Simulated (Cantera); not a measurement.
Gas mixture: 100 % NO, at 9.87 atm, frozen composition.

Cantera's kinetic-theory transport with the Lennard-Jones parameters of GRI-Mech 3.0, ideal gas; thermal conductivity in the mixture-averaged form. The composition is frozen, though it would react at the higher temperatures.

D: mixture-averaged diffusion coefficient of that species in the mixture.

| T (K) | ρ (kg/m³) | cp (J/kg/K) | μ (µPa s) | λ (mW/m/K) | Pr | D (cm²/s) CO₂ | D (cm²/s) C₂H₂ | D (cm²/s) CH₃ |
|---|---|---|---|---|---|---|---|---|
| 400 | 9.02 | 998.6 | 23.1 | 32.4 | 0.712 | ? | 0.0280 | 0.0375 |
| 600 | 6.01 | 1041 | 30.6 | 45.1 | 0.706 | ? | 0.0569 | 0.0756 |
| 800 | 4.51 | 1092 | 37.1 | 57.3 | 0.708 | ? | 0.0930 | 0.123 |
| 1000 | 3.61 | 1133 | 42.9 | 68.6 | 0.709 | ? | 0.136 | 0.179 |
| 1200 | 3.01 | 1159 | 48.4 | 79.3 | 0.707 | ? | 0.184 | 0.243 |
| 1400 | 2.58 | 1181 | 53.4 | 89.4 | 0.706 | ? | 0.238 | 0.314 |
| 1600 | 2.26 | 1199 | 58.3 | 99.0 | 0.706 | ? | 0.297 | 0.391 |
| 1800 | 2.00 | 1213 | 62.9 | 108 | 0.706 | ? | 0.362 | 0.476 |

Task: Fill in the missing entries.

Result: 
- 400, D (cm²/s) CO₂: 0.0264
- 600, D (cm²/s) CO₂: 0.0540
- 800, D (cm²/s) CO₂: 0.0885
- 1000, D (cm²/s) CO₂: 0.129
- 1200, D (cm²/s) CO₂: 0.175
- 1400, D (cm²/s) CO₂: 0.227
- 1600, D (cm²/s) CO₂: 0.284
- 1800, D (cm²/s) CO₂: 0.345
